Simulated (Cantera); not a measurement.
A closed system holds: 1 mol Fe3O4, 230 mol H2, 53 mol N2, equilibrated at 0.0990 bar.

These are equilibrium values from Cantera (NASA tables, ideal gas, pure condensed phases), not measurements of a reactor. Candidate condensed phases: Fe, FeO, Fe(OH)2, Fe(OH)3, Fe2O3, Fe3O4, H2O; 27 gas species. Kinetics and transport are ignored.

Task: Which condensed phases are stable at each of these points (T (°C)): 1150, 1200, 1250, 1300, 1350, 1400, 1450, 1500, 1550?

Result: 
```json
[
 {"T (°C)": "1150", "condensed phases": "Fe(γ)", "Fe condensed (%)": "100.0"},
 {"T (°C)": "1200", "condensed phases": "Fe(γ)", "Fe condensed (%)": "100.0"},
 {"T (°C)": "1250", "condensed phases": "Fe(γ)", "Fe condensed (%)": "100.0"},
 {"T (°C)": "1300", "condensed phases": "Fe(γ)", "Fe condensed (%)": "99.9"},
 {"T (°C)": "1350", "condensed phases": "Fe(γ)", "Fe condensed (%)": "99.8"},
 {"T (°C)": "1400", "condensed phases": "Fe(δ)", "Fe condensed (%)": "99.6"},
 {"T (°C)": "1450", "condensed phases": "Fe(δ)", "Fe condensed (%)": "99.1"},
 {"T (°C)": "1500", "condensed phases": "Fe(δ)", "Fe condensed (%)": "98.1"},
 {"T (°C)": "1550", "condensed phases": "Fe(l)", "Fe condensed (%)": "96.1"}
]
```

From 1150 °C to 1350 °C the condensed part is Fe(γ). From 1400 °C to 1500 °C the condensed part is Fe(δ). At 1550 °C the condensed part is Fe(l).
